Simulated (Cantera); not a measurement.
Charge: 1 mol PbO, 5.1 mol H₂, at 1075 K and 93.0 Pa.

Cantera equilibrium calculation (NASA polynomials, part measured and part estimated; ideal gas, pure solids and liquids). Candidate condensed phases: H₂O, Pb, PbO, PbO₂, Pb₃O₄; 12 gas species. The numbers say what is thermodynamically allowed, not how fast it happens.

Base state: H₂ 0.738, H₂O 0.180, Pb 0.0817 (mole fractions); condensed: Pb(l).

Task: What changes in the equilibrium state with this change: temperature from 1075 K to 1048 K?

Result: 
```tsv
species	before	after
H₂	0.738	0.765
H₂O	0.180	0.187
Pb	0.0817	0.0481
Pb(l), mol	0.547	0.743
```
